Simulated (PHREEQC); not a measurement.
Solution (25 °C): 0.15 mol/kgw Cu(NO3)2, 0.00012 mol/kgw H2SO4 and 0.00027 mol/kgw FeCl3. Closed to the air; pH follows from the charge balance.

Equilibrium calculation in PHREEQC: ion-association model, phreeqc.dat.

Problem. The ionic strength comes out as 0.451 mol/kgw. What activity coefficients do CuCl+, FeOH+2, Fe+3, Cl-, SO4-2 get?

Solution. CuCl+ 0.66, FeOH+2 0.22, Fe+3 0.093, Cl- 0.66, SO4-2 0.21.

This is a speciation only: nothing precipitates in the calculation. Saturation is exceeded, for instance for Hematite (slow to form), Goethite (slow to form); the values hold only as long as no solid forms.
